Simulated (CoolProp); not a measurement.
Properties of R115 along the isobar 94.2 kPa.

Values from CoolProp's reference Helmholtz-energy equation of state, Lemmon 2016.

```tsv
T (K)	phase	density (kg/m³)	cp (kJ/(kg K))	fugacity coefficient
258.8	gas	6.954	0.6704	0.9733
274.2	gas	6.531	0.6893	0.9779
289.5	gas	6.162	0.7087	0.9814
304.9	gas	5.833	?	0.9843
320.2	gas	5.541	?	0.9866
335.5	gas	5.278	?	0.9884
350.9	gas	5.038	0.7848	0.9900
366.2	gas	4.821	0.8024	0.9913
381.6	gas	4.621	?	0.9924
396.9	gas	4.439	0.8355	0.9934
412.3	gas	4.270	0.8509	0.9942
```

Fill in the missing entries.


- 304.9, cp (kJ/(kg K)): 0.7283
- 320.2, cp (kJ/(kg K)): 0.7476
- 335.5, cp (kJ/(kg K)): 0.7664
- 381.6, cp (kJ/(kg K)): 0.8194
